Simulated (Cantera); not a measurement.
Input: 1 mol SiH4, a varied amount of N2, held at 1802 °C and 10.0 Pa.

These are equilibrium values from Cantera (NASA tables, ideal gas, pure condensed phases), not measurements of a reactor. Candidate condensed phases: Si, Si3N4; 18 gas species. The tables' values for SiN are old estimates; treat these amounts as uncertain. Gases not in the tables: Si2H6 and higher silanes. The numbers say what is thermodynamically allowed, not how fast it happens.

x: gas mole fraction; nothing condenses.

```
n(N2) (mol)   x N2        x H2        x Si         x H       x SiH       x Si2     x SiN
-----------  -----  ----------  ----------  ----------  ----------  ----------  --------
0.52         0.135       0.431       0.257       0.175    0.000965    0.000797  0.000207
0.95         0.221       0.383       0.230       0.165    0.000815    0.000641  0.000237
1.7          0.335       0.319       0.195       0.150    0.000630    0.000460  0.000247
3.1          0.475       0.241       0.152       0.131    0.000427    0.000280  0.000230
5.7          0.620       0.164       0.108       0.108    0.000250    0.000141  0.000186
10           0.736       0.104      0.0732      0.0860    0.000135     6.49e-5  0.000138
19           0.836  (withheld)  (withheld)  (withheld)  (withheld)  (withheld)   8.78e-5
34           0.898  (withheld)  (withheld)  (withheld)  (withheld)  (withheld)   5.46e-5
61           0.938      0.0146      0.0153      0.0322     1.06e-5     2.84e-6   3.25e-5
```

**Question.** Some entries are withheld; supply them.

**Answer.** 
- 34, x H2: 0.0298
- 34, x Si: 0.0263
- 34, x H: 0.0460
- 34, x SiH: 2.60e-5
- 34, x Si2: 8.38e-6
- 19, x H2: 0.0564
- 19, x Si: 0.0438
- 19, x H: 0.0633
- 19, x SiH: 5.96e-5
- 19, x Si2: 2.32e-5
